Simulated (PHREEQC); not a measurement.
Solution (25 °C): 0.28 mol/kgw HCl, 0.13 mol/kgw FeCl3 and 0.0013 mol/kgw MnSO4. Closed to the air; pH follows from the charge balance.

Model: ion-association model, phreeqc.dat, run in PHREEQC.

The ionic strength comes out as 0.659 mol/kgw. What activity coefficients do Fe2(OH)2+4, Fe+3, MnCl3-, HSO4-, Cl- get?

Fe2(OH)2+4 0.0091, Fe+3 0.080, MnCl3- 0.67, HSO4- 0.74, Cl- 0.63.

Precipitation was switched off in this run. Saturation is exceeded, for instance for Hematite (slow to form), Goethite (slow to form); the values hold only as long as no solid forms. Species that the database lacks are ignored.
